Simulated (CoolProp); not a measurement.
Isobutene at several states: density (kg/m³) from the reference equation and from simpler models built on Tc = 144.9 °C, pc = 4.016 MPa, ω = 0.193; each cubic takes its own stable root.

Values from CoolProp's reference Helmholtz-energy equation of state, Lemmon 2005. It is a short technical equation, of lower accuracy than the large ones.

```tsv
T (°C)	p (MPa)	phase	reference
245.55	0.212	gas	2.783
169.05	1.27	gas	21.47
-58.15	0.197	liquid	682.0
```

Task: How far does each simpler model (van der Waals, Redlich-Kwong, Soave-Redlich-Kwong, Peng-Robinson) lie from the reference over these 3 states: mean and median of the absolute difference, and the worst?

Result: 
- van der Waals: mean 13.1 %, median 1.0 %, worst -38.2 % at -58.15 °C and 0.197 MPa
- Redlich-Kwong: mean 2.8 %, median 0.0 %, worst -8.3 % at -58.15 °C and 0.197 MPa
- Soave-Redlich-Kwong: mean 2.5 %, median 0.3 %, worst -7.0 % at -58.15 °C and 0.197 MPa
- Peng-Robinson: mean 1.9 %, median 0.9 %, worst +4.6 % at -58.15 °C and 0.197 MPa
